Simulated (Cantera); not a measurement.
**Adiabatic ignition**

An adiabatic, constant-pressure homogeneous reactor starts with 10.6 % CH3OH, 18.7 % O2, 70.6 % N2, at 1550 K and 5.00 bar.

Detailed kinetics in Cantera: GRI-Mech 3.0 (53 species, 325 reactions). GRI-Mech 3.0 was tuned for natural gas; its chemistry of methanol as a main component is partial and can be far from experiment.

```csv
t (s),T (K),x CH3OH,x O2,x C2H,x N2O,x C2H6,x H2O
1.00e-5,1551,0.105,0.186,<1e-12,6.09e-9,2.99e-7,0.000714
2.98e-5,1627,0.0750,0.168,<1e-12,8.74e-8,3.44e-7,0.0239
8.91e-5,2804,<1e-12,0.0364,<1e-12,1.31e-6,<1e-12,0.176
0.000266,2800,<1e-12,0.0349,<1e-12,1.32e-6,<1e-12,0.176
0.000794,2792,<1e-12,0.0325,<1e-12,1.39e-6,<1e-12,0.176
0.00237,2789,<1e-12,0.0314,<1e-12,1.44e-6,<1e-12,0.177
0.00707,2789,<1e-12,0.0314,<1e-12,1.44e-6,<1e-12,0.177
0.0211,2789,<1e-12,0.0314,<1e-12,1.44e-6,<1e-12,0.177
0.0630,2789,<1e-12,0.0314,<1e-12,1.44e-6,<1e-12,0.177
0.188,2789,<1e-12,0.0314,<1e-12,1.44e-6,<1e-12,0.177
0.561,2789,<1e-12,0.0314,<1e-12,1.44e-6,<1e-12,0.177
1.68,2789,<1e-12,0.0314,<1e-12,1.44e-6,<1e-12,0.177
5.00,2789,<1e-12,0.0314,<1e-12,1.44e-6,<1e-12,0.177
```
x: mole fraction; the columns are a selection and need not sum to one.

```yaml
time_of_steepest_temperature_rise: 37.4 µs
temperature at 5.00 s: 2789 K
equilibrium_temperature: 2789 K
x(CH3OH) at 5.00 s: <1e-12 (gas-phase equilibrium <1e-12)
x(O2) at 5.00 s: 0.0314 (gas-phase equilibrium 0.0314)
x(C2H) at 5.00 s: <1e-12 (gas-phase equilibrium <1e-12)
```
